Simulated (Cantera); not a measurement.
An isothermal, constant-pressure homogeneous reactor starts with 4.36 % CH4, 94.8 % H2, 0.853 % N2, at 1575 K and 97.5 Torr.

Computed with Cantera and GRI-Mech 3.0 (53 species, 325 reactions). GRI-Mech 3.0 stops at C3 and has no aromatics, soot or wall deposition, so with more carbon than oxygen in the feed, carbon stays in small species such as C2H2 where larger ones or solid carbon would form.

x: mole fraction; the columns are a selection and need not sum to one.

| t (s) | x CH4 | x H2 | x CH3 | x HCN | x C2H6 |
|---|---|---|---|---|---|
| 7.00e-6 | 0.0436 | 0.948 | 9.55e-8 | <1e-12 | <1e-12 |
| 1.99e-5 | 0.0436 | 0.948 | 2.70e-7 | <1e-12 | <1e-12 |
| 5.68e-5 | 0.0436 | 0.948 | 7.65e-7 | <1e-12 | 9.26e-12 |
| 0.000162 | 0.0436 | 0.948 | 2.18e-6 | <1e-12 | 2.11e-10 |
| 0.000461 | 0.0436 | 0.948 | 6.18e-6 | <1e-12 | 4.51e-9 |
| 0.00131 | 0.0436 | 0.948 | 1.74e-5 | <1e-12 | 8.28e-8 |
| 0.00374 | 0.0435 | 0.948 | (withheld) | <1e-12 | (withheld) |
| 0.0107 | 0.0435 | 0.948 | 8.48e-5 | <1e-12 | 3.21e-6 |
| 0.0304 | 0.0432 | 0.948 | 9.21e-5 | 2.58e-12 | 3.72e-6 |
| 0.0865 | 0.0424 | 0.948 | 9.06e-5 | 9.04e-12 | 3.60e-6 |
| 0.246 | 0.0404 | 0.949 | 8.68e-5 | 2.70e-11 | 3.30e-6 |
| 0.702 | 0.0356 | 0.952 | 7.73e-5 | 7.48e-11 | 2.61e-6 |
| 2.00 | (withheld) | 0.957 | (withheld) | 1.90e-10 | (withheld) |

Q: Some entries are withheld; supply them.

A: 
- 0.00374, x CH3: 4.57e-5
- 0.00374, x C2H6: 9.25e-7
- 2.00, x CH4: 0.0264
- 2.00, x CH3: 5.88e-5
- 2.00, x C2H6: 1.52e-6
